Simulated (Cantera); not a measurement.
Input: 1 mol SiH2Cl2, 1.6 mol NH3, 2.9 mol N2, held at 1.00 Torr.

These are equilibrium values from Cantera (NASA tables, ideal gas, pure condensed phases), not measurements of a reactor. Candidate condensed phases: NH4Cl, Si, Si3N4; 28 gas species. The numbers say what is thermodynamically allowed, not how fast it happens.

Question: What share of the Si ends up in condensed phases as a function of T (K), at 825, 925, 1025, 1125, 1225, 1325, 1425?

Answer: 
```csv
T (K),Si condensed (%),as
825,96.3,Si3N4(s)
925,97.5,Si3N4(s)
1025,98.2,Si3N4(s)
1125,98.5,Si3N4(s)
1225,97.8,Si3N4(s)
1325,93.2,Si3N4(s)
1425,79.3,Si3N4(s)
```
